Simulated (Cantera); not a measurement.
Input: 1 mol SiH4, 7.4 mol NH3, 2 mol N2, equilibrated at 627 °C and 133 Pa.

Equilibrium computed with Cantera from the NASA thermochemical tables; the gas is ideal and each condensed phase is pure. Candidate condensed phases: Si, Si3N4; 18 gas species. Equilibrium is a limit: real reactors are often held back by kinetics, nucleation or transport.

Q: What is the equilibrium state?

A: 
* **x(H2)**: 0.722
* **x(N2)**: 0.278
* **n(Si3N4(s))**: 0.333 mol
* **gas amount**: 18.13 mol
* **log10 activity of Si(s) (absent)**: -6.35
